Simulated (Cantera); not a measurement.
Feed: 1 mol B2O3, 3.8 mol HF, 40 mol H2, at 2.00 Pa.

Equilibrium computed with Cantera from the NASA thermochemical tables; the gas is ideal and each condensed phase is pure. Candidate condensed phases: B, B2O3, B3O3H3, H2O; 43 gas species. Rates play no part.

Problem. At 1348 K, list the 6 most abundant gas species with their mole fractions, and the condensed phases.

Solution. H2 0.892, HF 0.0451, BOF 0.0397, H2O 0.0175, HBO2 0.00484, H 0.000489. Condensed: gas only.
